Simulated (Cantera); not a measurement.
Charge: 1 mol C3H6, 1.7 mol NH3, at 0.100 bar.

Cantera equilibrium calculation (NASA polynomials, part measured and part estimated; ideal gas, pure solids and liquids). Candidate condensed phases: C, C6H6, C7H8, C8H18; 110 gas species. Ions and electrons are included (thermal ionisation). The numbers say what is thermodynamically allowed, not how fast it happens.

Task: At 3000 K, list the 7 most abundant gas species with their mole fractions, and the condensed phases.

Result: H2 0.481, H 0.346, N2 0.0835, HCN 0.0401, C2H2 (acetylene) 0.0299, HNC 0.00756, C2H 0.00370. Condensed: C(graphite).
